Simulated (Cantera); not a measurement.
Input: 1 mol c-C4F8, 0.073 mol H2, held at 950 K and 0.530 bar.

Cantera equilibrium calculation (NASA polynomials, part measured and part estimated; ideal gas, pure solids and liquids). Candidate condensed phases: C, C6H6, C7H8, C8H18; 95 gas species. The feed counts by its element totals alone. Gases not in the tables: C2F6 and larger saturated fluorocarbons. Kinetics and transport are ignored.

Base state: CF4 0.931, HF 0.0692 (mole fractions); condensed: C(graphite).

What changes in the equilibrium state with this change: H2 from 0.073 to 0.042 mol?


```tsv
species	before	after
CF4	0.931	0.959
HF	0.0692	0.0407
C(graphite), mol	2.04	2.02
```
